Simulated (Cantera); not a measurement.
Charge: 1 mol SF₆, 0.46 mol SO₂, 0.25 mol H₂, at 3400 K and 0.683 Torr.

Equilibrium computed with Cantera from the NASA thermochemical tables; the gas is ideal and each condensed phase is pure. Candidate condensed phases: H₂O, H₂SO₄, S; 43 gas species. Equilibrium is a limit: real reactors are often held back by kinetics, nucleation or transport.

Base state: F 0.673, S 0.165, O 0.104, H 0.0460, HF 0.0110, SO 0.000845, O₂ 6.79e-5, S₂ 4.92e-5 (mole fractions); condensed: gas only.

Task: What changes in the equilibrium state with this change: SO₂ from 0.46 to 0.0084 mol?

Result: 
```tsv
species	before	after
F	0.673	0.794
S	0.165	0.136
H	0.0460	0.0526
O	0.104	0.00225
HF	0.0110	0.0148
O₂	6.79e-5	3.19e-8
SO	0.000845	1.50e-5
OH	3.38e-5	8.38e-7
S₂	4.92e-5	3.32e-5
H₂	8.79e-6	1.15e-5
```

Task: What changes in the equilibrium state with this change: SO₂ from 0.46 to 0.13 mol?

Result: 
```csv
species,before,after
F,0.673,0.757
S,0.165,0.145
H,0.0460,0.0506
O,0.104,0.0331
HF,0.0110,0.0136
O₂,6.79e-5,6.92e-6
SO,0.000845,0.000236
OH,3.38e-5,1.19e-5
S₂,4.92e-5,3.78e-5
```
